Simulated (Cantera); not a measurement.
An adiabatic, constant-volume homogeneous reactor starts with 7.62 % CH4, 15.2 % O2, 71.6 % N2, 5.49 % H2O, equivalence ratio 1.0, at 1400 K and 3.06 atm.

Cantera simulation using GRI-Mech 3.0 (53 species, 325 reactions); the numbers are that mechanism's predictions, not measurements.

### Question
Predict: time of steepest temperature rise; temperature at 1.00 s; equilibrium temperature; x(O2) at 1.00 s; x(H2O) at 1.00 s; x(HCO) at 1.00 s; x(CO) at 1.00 s; x(H) at 1.00 s; x(N2O) at 1.00 s.

### Answer
| Item | Value |
|---|---|
| time of steepest temperature rise | 1.89 ms |
| temperature at 1.00 s | 2798 K |
| equilibrium temperature | 2798 K |
| x(O2) at 1.00 s | 0.0122 (gas-phase equilibrium 0.0122) |
| x(H2O) at 1.00 s | 0.179 (gas-phase equilibrium 0.179) |
| x(HCO) at 1.00 s | 6.08e-8 (gas-phase equilibrium 6.08e-8) |
| x(CO) at 1.00 s | 0.0261 (gas-phase equilibrium 0.0261) |
| x(H) at 1.00 s | 0.00383 (gas-phase equilibrium 0.00383) |
| x(N2O) at 1.00 s | 1.10e-6 (gas-phase equilibrium 1.10e-6) |
